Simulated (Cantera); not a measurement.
A closed system holds: 1 mol Hg, 0.88 mol O2, 0.4 mol N2, held at 1300 °C and 75.0 Torr.

Cantera equilibrium calculation (NASA polynomials, part measured and part estimated; ideal gas, pure solids and liquids). Candidate condensed phases: Hg, HgO; 10 gas species. Rates play no part.

Base state: Hg 0.439, O2 0.385, N2 0.175, NO 0.00110, O 2.05e-5 (mole fractions); condensed: gas only.

What changes in the equilibrium state with this change: temperature from 1300 °C to 925 °C?


| species | before | after |
|---|---|---|
| Hg | 0.439 | 0.439 |
| O2 | 0.385 | 0.386 |
| N2 | 0.175 | 0.175 |
| NO | 0.00110 | 0.000123 |
| O | 2.05e-5 | 4.72e-8 |
